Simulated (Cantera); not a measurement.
# Equilibrium for iron carbonyl, mercury and lead vapours: Pb + N2

A closed system holds: 1 mol Pb, 0.96 mol N2, equilibrated at 0.520 bar.

Method: chemical equilibrium by Gibbs-energy minimisation in Cantera with the NASA 1993 tables (ideal gas, pure condensed phases). Candidate condensed phases: Pb; 4 gas species. Equilibrium is a limit: real reactors are often held back by kinetics, nucleation or transport.

At 573 K the condensed part is Pb(s). From 648 K to 1473 K the condensed part is Pb(l).

```csv
T (K),x N2,x Pb,x Pb2,n Pb(s),n Pb(l)
573,1.00,1.60e-12,<1e-12,1.00,0
648,1.00,1.62e-10,<1e-12,0,1.00
723,1.00,5.96e-9,<1e-12,0,1.00
798,1.00,1.10e-7,<1e-12,0,1.00
873,1.000,1.22e-6,<1e-12,0,1.000
948,1.000,9.21e-6,1.27e-11,0,1.000
1023,1.000,5.13e-5,2.26e-10,0,1.000
1098,1.000,0.000225,2.67e-9,0,1.000
1173,0.999,0.000811,2.28e-8,0,0.999
1248,0.998,0.00250,1.49e-7,0,0.998
1323,0.993,0.00676,7.82e-7,0,0.993
1398,0.984,0.0164,3.41e-6,0,0.984
1473,0.964,0.0362,1.27e-5,0,0.964
```
x: gas mole fraction; n: condensed amount in mol.
